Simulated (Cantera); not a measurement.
Input: 1 mol Si₂Cl₆, 3.5 mol HCl, a varied amount of H₂, held at 827 °C and 0.750 Torr.

Cantera equilibrium calculation (NASA polynomials, part measured and part estimated; ideal gas, pure solids and liquids). Candidate condensed phases: Si; 19 gas species. The feed counts by its element totals alone. The tables' values for SiCl₃ are old estimates; treat these amounts as uncertain. Equilibrium is a limit: real reactors are often held back by kinetics, nucleation or transport.

x: gas mole fraction; n: condensed amount in mol.

| n(H₂) (mol) | x H₂ | x HCl | x SiCl₄ | x SiCl₂ | x SiCl₃ | n Si(s) |
|---|---|---|---|---|---|---|
| 4.4 | 0.558 | 0.224 | 0.178 | 0.0188 | 0.0155 | 0 |
| 18 | 0.788 | 0.125 | 0.0493 | 0.0234 | 0.00910 | 0 |
| 31 | 0.851 | 0.0947 | 0.0239 | 0.0215 | 0.00607 | 0.0111 |
| 44 | 0.879 | 0.0842 | 0.0140 | 0.0164 | 0.00406 | 0.184 |
| 57 | 0.897 | 0.0760 | 0.00893 | 0.0131 | 0.00290 | 0.335 |
| 70 | 0.910 | 0.0694 | ___ | ___ | 0.00216 | ___ |
| 83 | 0.920 | 0.0639 | 0.00425 | 0.00905 | 0.00166 | 0.587 |
| 96 | 0.928 | 0.0593 | ___ | ___ | 0.00131 | ___ |
| 110 | 0.935 | 0.0549 | 0.00224 | 0.00657 | 0.00103 | 0.790 |

Some entries are withheld; supply them.


- 96, x SiCl₄: 0.00308
- 96, x SiCl₂: 0.00771
- 96, n Si(s): 0.691
- 70, x SiCl₄: 0.00604
- 70, x SiCl₂: 0.0108
- 70, n Si(s): 0.469
